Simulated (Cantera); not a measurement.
Mixture: 11.8 % CH₄, 0.649 % CO, 18.4 % O₂, 69.1 % N₂, at 5.00 bar, adiabatic and at constant pressure. Ignition delay is the time to a rise of 400 K.

Computed with Cantera and GRI-Mech 3.0 (53 species, 325 reactions).

Q: Predict: delay at 1150 K; delay at 1200 K; delay at 1250 K; delay at 1300 K; delay at 1350 K; delay at 1400 K; apparent activation energy between 1300 and 1400 K.

A: 
| Quantity | Value |
|---|---|
| delay at 1150 K | 24.5 ms |
| delay at 1200 K | 12.4 ms |
| delay at 1250 K | 6.50 ms |
| delay at 1300 K | 3.51 ms |
| delay at 1350 K | 1.95 ms |
| delay at 1400 K | 1.11 ms |
| apparent activation energy between 1300 and 1400 K | 170 kJ/mol |
